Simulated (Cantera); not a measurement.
Feed: 1 mol CF4, a varied amount of H2, held at 552 °C and 45000 Pa.

These are equilibrium values from Cantera (NASA tables, ideal gas, pure condensed phases), not measurements of a reactor. Candidate condensed phases: C, C6H6, C7H8, C8H18; 95 gas species. Condensed phases not in the tables: fluorocarbon polymer. Gases not in the tables: C2F6 and larger saturated fluorocarbons. Rates play no part.

x: gas mole fraction; n: condensed amount in mol.

```csv
n(H2) (mol),x HF,x H2,x CF4,x CH4,x H2F2,n C(graphite)
1,0.800,2.48e-10,0.200,<1e-12,___,0.500
1.3,0.881,3.91e-10,0.119,<1e-12,___,0.650
1.7,0.958,7.74e-10,0.0423,<1e-12,3.44e-5,0.850
2.2,0.953,0.0459,<1e-12,0.000859,3.40e-5,0.996
2.8,0.841,0.150,<1e-12,0.00915,___,0.956
3.7,0.720,0.254,<1e-12,0.0262,___,0.854
4.7,0.624,0.332,<1e-12,0.0447,___,0.713
6.1,0.527,0.406,<1e-12,0.0671,___,0.491
7.8,0.444,0.467,<1e-12,0.0887,___,0.201
10,0.364,0.545,<1e-12,0.0909,___,0
```

Question: What belongs in the gaps?

Answer: 
- 1, x H2F2: 2.40e-5
- 1.3, x H2F2: 2.91e-5
- 2.8, x H2F2: 2.65e-5
- 3.7, x H2F2: 1.94e-5
- 4.7, x H2F2: 1.46e-5
- 6.1, x H2F2: 1.04e-5
- 7.8, x H2F2: 7.40e-6
- 10, x H2F2: 4.95e-6
